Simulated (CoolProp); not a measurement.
Vapour-liquid equilibrium of CHF3 (R23) (1) + R125 (2) at -83.75 °C; x and y are mole fractions of (1).

The numbers come from the multi-fluid Helmholtz-energy mixture model, Penoncello 2003 and Lemmon 2005; pair parameters Bell 2016 in CoolProp.

| x | bubble pressure, mixture model (MPa) | bubble pressure, Raoult's law (MPa) | y, mixture model | y, Raoult's law |
|---|---|---|---|---|
| 0.05 | 0.01568 | 0.01578 | 0.283 | 0.290 |
| 0.2 | 0.02785 | 0.02775 | 0.658 | 0.660 |
| 0.35 | 0.04027 | 0.03972 | 0.806 | 0.807 |
| 0.5 | 0.05246 | 0.05168 | 0.884 | 0.886 |
| 0.65 | 0.06428 | 0.06365 | 0.932 | 0.935 |
| 0.8 | 0.07587 | 0.07562 | 0.966 | 0.969 |
| 0.95 | 0.08757 | 0.08758 | 0.992 | 0.993 |

The largest gap from Raoult's law is +1.5 % in bubble pressure, at x = 0.5. No azeotrope shows between x = 0.05 and 0.95.

Pair parameters are fitted to limited data, so mixtures are less certain than the pure fluids. The gap from Raoult's law changes sign with composition, which may be real or a fault of the pair parameters; it wasn't checked against measurements.
